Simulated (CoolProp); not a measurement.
Properties of R1233zd(E) along the isotherm 450 K.

Values from CoolProp's reference Helmholtz-energy equation of state, Akasaka 2022.

```csv
p (MPa),phase,density (kg/m³),isothermal compressibility (1/MPa)
0.0283,gas,0.9896,35.43
0.0416,gas,1.456,24.13
0.061,gas,2.139,16.49
0.0896,gas,3.151,11.25
0.131,gas,4.625,7.727
0.193,gas,6.853,5.276
0.283,gas,10.14,3.630
0.416,gas,15.09,2.503
0.61,gas,…,1.743
0.896,gas,34.19,1.227
1.31,gas,52.46,0.8868
1.93,gas,…,0.6680
2.83,gas,145.2,0.5781
4.16,supercritical,411.5,1.530
6.1,supercritical,760.6,0.06424
8.96,supercritical,…,…
```

Problem. Some entries are withheld; supply them.

Solution. 
- 0.61, density (kg/m³): 22.57
- 1.93, density (kg/m³): 84.08
- 8.96, density (kg/m³): 849.0
- 8.96, isothermal compressibility (1/MPa): 0.02493
